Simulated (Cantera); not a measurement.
What does this Cantera script print?

```python
import numpy as np
import cantera as ct

gas = ct.Solution("gri30.yaml")
gas.TPX = 1475, 42000, {'CH4': 1, 'H2O': 0.55}
inlet = ct.Reservoir(gas, clone=True)

reactor = ct.IdealGasConstPressureReactor(gas, energy="off", clone=False)
exhaust = ct.Reservoir(gas, clone=True)
tau = [2.7, 1.4, 0.71, 0.37, 0.19, 0.097, 0.05, 0.026, 0.013, 0.0069][0]
for a, b in ((inlet, reactor), (reactor, exhaust)):
    ct.MassFlowController(a, b, mdot=lambda t: reactor.mass / tau)
net = ct.ReactorNet([reactor])
show = ['CH4', 'H2O', 'CH2', 'C2H2', 'CH2CO', 'CO2']

rows = []
print(f"{'tau/s':>10s}{'T/K':>9s}" + "".join(f"{s:>11s}" for s in show))
for tau in [2.7, 1.4, 0.71, 0.37, 0.19, 0.097, 0.05, 0.026, 0.013, 0.0069]:
    net.initial_time = 0.0
    net.advance(30 * tau)
    before = gas.X
    net.advance(40 * tau)
    drift = np.max(np.abs(gas.X - before) / (gas.X + 1e-9))
    rows.append([gas.T, *gas[show].X, drift])
    print(f"{tau:10.3e}{gas.T:9.1f}" + "".join(f"{x:11.3e}" for x in gas[show].X))
```

Output:

```
     tau/s      T/K        CH4        H2O        CH2       C2H2      CH2CO        CO2
 2.700e+00   1475.0  2.504e-01  2.545e-01  3.906e-09  1.055e-01  2.219e-05  1.823e-03
 1.400e+00   1475.0  3.228e-01  2.786e-01  4.213e-09  8.879e-02  2.209e-05  7.980e-04
 7.100e-01   1475.0  4.020e-01  3.002e-01  4.508e-09  6.754e-02  2.004e-05  2.687e-04
 3.700e-01   1475.0  4.727e-01  3.176e-01  4.808e-09  4.700e-02  1.644e-05  7.763e-05
 1.900e-01   1475.0  5.328e-01  3.316e-01  5.130e-09  2.884e-02  1.166e-05  1.873e-05
 9.700e-02   1475.0  5.780e-01  3.418e-01  5.405e-09  1.511e-02  6.672e-06  3.986e-06
 5.000e-02   1475.0  6.083e-01  3.484e-01  5.475e-09  6.523e-03  2.816e-06  7.997e-07
 2.600e-02   1475.0  6.265e-01  3.520e-01  5.151e-09  2.201e-03  7.769e-07  1.508e-07
 1.300e-02   1475.0  6.369e-01  3.539e-01  4.284e-09  5.032e-04  1.153e-07  2.159e-08
 6.900e-03   1475.0  6.414e-01  3.545e-01  3.215e-09  9.912e-05  1.342e-08  2.827e-09
```

Detailed kinetics in Cantera: GRI-Mech 3.0 (53 species, 325 reactions). GRI-Mech 3.0 stops at C3 and has no aromatics, soot or wall deposition, so with more carbon than oxygen in the feed, carbon stays in small species such as C2H2 where larger ones or solid carbon would form.
